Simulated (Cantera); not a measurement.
A freely propagating, adiabatic, planar premixed flame of 37.1 % H₂, 13.2 % O₂, 49.7 % N₂, equivalence ratio 1.4, unburnt at 625 K and 720 Torr; mixture-averaged transport, grid criteria slope 0.08 and curve 0.16, no radiation.

Computed with Cantera and the H2/O2 subset of GRI-Mech 3.0, which has no nitrogen chemistry. Burning velocities carry a grid error of a few per cent, more on coarse grids.

Task: Predict: laminar burning velocity; thermal thickness; peak x(O); peak x(H); peak x(HO₂).

Result: 
```json
{
 "laminar_burning_velocity": "941 cm/s",
 "thermal_thickness": "0.491 mm",
 "peak x(O)": "0.00912",
 "peak x(H)": "0.0904",
 "peak x(HO₂)": "0.000252"
}
```
